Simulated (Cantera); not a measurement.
A freely propagating, adiabatic, planar premixed flame of CH₄ : C₂H₆ : C₃H₈ : O₂ : N₂ = 1 : 1.2 : 0.34 : 11.3 : 42.4 (molar parts), unburnt at 373 K and 1000000 Pa; mixture-averaged transport, grid criteria slope 0.08 and curve 0.16, no radiation.

Cantera simulation using GRI-Mech 3.0 (53 species, 325 reactions); the numbers are that mechanism's predictions, not measurements. Burning velocities carry a grid error of a few per cent, more on coarse grids.

### Question
How do the results move with these cheaper or finer settings: unity-Lewis-number transport; multicomponent transport; multicomponent+Soret transport; grid criteria slope 0.5, curve 1; grid criteria slope 0.25, curve 0.5; grid criteria slope 0.03, curve 0.06?

### Answer
```csv
setting,laminar burning velocity,thermal thickness,peak x(CO),peak x(O),grid points
as above,14.3 cm/s,0.106 mm,0.0222,0.000539,140
unity-Lewis-number transport,13.9 cm/s,0.106 mm,0.0199,0.000578,138
multicomponent transport,14.5 cm/s,0.107 mm,0.0225,0.000547,141
multicomponent+Soret transport,14.5 cm/s,0.107 mm,0.0225,0.000551,141
"grid criteria slope 0.5, curve 1",15.9 cm/s,0.114 mm,0.0227,0.000535,32
"grid criteria slope 0.25, curve 0.5",15.1 cm/s,0.109 mm,0.0225,0.000543,54
"grid criteria slope 0.03, curve 0.06",13.9 cm/s,0.105 mm,0.0221,0.000535,338
```
The base run took roughly 12 core-seconds.
Unity Lewis numbers drop preferential diffusion, which matters most where H2 and H carry the flame; Soret adds thermal diffusion.
